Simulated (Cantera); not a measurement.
Feed: 1 mol Si, 5.2 mol Cl2, 66 mol N2, equilibrated at 550 °C and 0.133 bar.

These are equilibrium values from Cantera (NASA tables, ideal gas, pure condensed phases), not measurements of a reactor. Candidate condensed phases: Si, Si3N4; 13 gas species. The numbers say what is thermodynamically allowed, not how fast it happens.

Base state: N2 0.940, Cl2 0.0456, SiCl4 0.0142 (mole fractions); condensed: gas only.

Task: What changes in the equilibrium state with this change: 0.57 mol HF added?

Result: 
```
species  before    after
-------  ------  -------
N2        0.940    0.933
Cl2      0.0456   0.0452
SiCl4    0.0142   0.0121
HCl           0  0.00805
SiF4          0  0.00201
```
Further candidate phases: NH4Cl.

Task: What changes in the equilibrium state with this change: Cl2 from 5.2 to 1 mol?

Result: 
| species | before | after |
|---|---|---|
| N2 | 0.940 | 0.992 |
| SiCl4 | 0.0142 | 0.00756 |
| Cl2 | 0.0456 | <1e-9 |
| Si3N4(s), mol | 0 | 0.167 |
N2 is the only nitrogen source here; it is nearly inert below about 1500 K, so the nitride shown seldom forms there in practice.
